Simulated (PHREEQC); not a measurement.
Dissolve 0.01 mol HF, 0.0029 mol NH4HF2, 0.0029 mol H2SO4 and 0.00027 mol Na2SO4 per kg of water at 20 °C. Closed to the air; pH follows from the charge balance.

Equilibrium calculation in PHREEQC: ion-association model, phreeqc.dat.

This is a speciation only: nothing precipitates in the calculation.

Problem. What pH does the model give?

Solution. pH 2.36.

Problem. In which forms is S present?

Solution. SO4-2 77 %, HSO4- 21 %, NH4SO4- 1.8 % of the S.
